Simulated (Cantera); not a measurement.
Input: 1 mol CH3Cl, 0.17 mol CH4, 18 mol H2, at 2123 K and 0.400 bar.

Cantera equilibrium calculation (NASA polynomials, part measured and part estimated; ideal gas, pure solids and liquids). Candidate condensed phases: C, C6H6, C7H8, C8H18; 91 gas species. The numbers say what is thermodynamically allowed, not how fast it happens.

Base state: H2 0.944, HCl 0.0488, H 0.00551, C2H2 (acetylene) 0.00156, Cl 0.000209, CH4 0.000111, CH3 1.26e-5 (mole fractions); condensed: C(graphite).

What changes in the equilibrium state with this change: CH3Cl replaced by C2F6?


| species | before | after |
|---|---|---|
| H2 | 0.944 | 0.713 |
| HF | 0 | 0.281 |
| H | 0.00551 | 0.00479 |
| HCl | 0.0488 | 0 |
| Cl | 0.000209 | 0 |
| CH4 | 0.000111 | 6.36e-5 |
| CH3 | 1.26e-5 | 8.30e-6 |
| C(graphite), mol | 1.10 | 2.12 |
The feed counts by its element totals alone.

What changes in the equilibrium state with this change: CH3Cl replaced by CH2F2?


```json
[
 {"species": "H2", "before": "0.944", "after": "0.895"},
 {"species": "HF", "before": "0", "after": "0.0981"},
 {"species": "H", "before": "0.00551", "after": "0.00537"},
 {"species": "HCl", "before": "0.0488", "after": "0"},
 {"species": "Cl", "before": "0.000209", "after": "0"},
 {"species": "CH4", "before": "0.000111", "after": "0.000100"},
 {"species": "CH3", "before": "1.26e-5", "after": "1.17e-5"},
 {"species": "C2H2 (acetylene)", "before": "0.00156", "after": "0.00148"},
 {"species": "C(graphite), mol", "before": "1.10", "after": "1.11"}
]
```

What changes in the equilibrium state with this change: pressure from 0.400 bar to 1.00 bar?


```csv
species,before,after
H2,0.944,0.946
HCl,0.0488,0.0490
H,0.00551,0.00349
CH4,0.000111,0.000279
CH3,1.26e-5,2.00e-5
Cl,0.000209,0.000133
C2H2 (acetylene),0.00156,0.00157
"C(graphite), mol",1.10,1.10
```
